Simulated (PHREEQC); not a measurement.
Consider water at 70 °C with 0.056 mol/kgw CsF, 0.00084 mol/kgw H3BO3 and 0.025 mol/kgw K3PO4. Closed to the air; pH follows from the charge balance.

Equilibrium calculation in PHREEQC: ion-association model, wateq4f.dat.

No solid was allowed to form.

Task: Estimate the pH, ionic strength.

Result: pH 10.90; ionic strength 0.168 mol/kgw.

Task: In which forms is P present?

Result: HPO4-2 71 %, PO4-3 26 %, KHPO4- 2.8 % of the P.

H3PO4, which wateq4f.dat lacks, is added to it with the constant of phreeqc.dat. Constants without temperature data keep their 25 °C values here. Real BF4- forms and hydrolyses slowly; the run takes it at equilibrium.
